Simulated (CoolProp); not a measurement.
Computed with CoolProp (reference Helmholtz-energy equation of state, Guder 2009).

Problem. For sulfur hexafluoride, give the phase and the cp (kJ/(kg K)), cv (kJ/(kg K)) at 51.65 °C and 0.853 MPa; 187.15 °C and 0.853 MPa; 206.55 °C and 0.853 MPa.

Solution. 
- 51.65 °C and 0.853 MPa: gas; cp 0.739, cv 0.658
- 187.15 °C and 0.853 MPa: gas; cp 0.861, cv 0.797
- 206.55 °C and 0.853 MPa: gas; cp 0.874, cv 0.811
